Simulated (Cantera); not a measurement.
A perfectly stirred reactor is fed with CH4 : H2O = 1 : 17 (molar parts), at 0.345 atm; it is held at 1775 K, and followed from long to short residence time.

Model: GRI-Mech 3.0 (53 species, 325 reactions), integrated in Cantera.

Question: Predict: x(CH4) at τ = 4.70 s; x(H2O) at τ = 4.70 s; x(H) at τ = 4.70 s; x(CO) at τ = 4.70 s; x(CH2CO) at τ = 4.70 s; x(CH4) at τ = 0.140 s; x(H2O) at τ = 0.140 s; x(H) at τ = 0.140 s; x(CO) at τ = 0.140 s; x(CH2CO) at τ = 0.140 s.

Answer: 
```
Property                   Result
-----------------------  --------
x(CH4) at τ = 4.70 s     0.000739
x(H2O) at τ = 4.70 s        0.775
x(H) at τ = 4.70 s       0.000191
x(CO) at τ = 4.70 s        0.0225
x(CH2CO) at τ = 4.70 s    8.97e-8
x(CH4) at τ = 0.140 s     0.00896
x(H2O) at τ = 0.140 s       0.815
x(H) at τ = 0.140 s      0.000168
x(CO) at τ = 0.140 s       0.0152
x(CH2CO) at τ = 0.140 s   1.23e-5
```
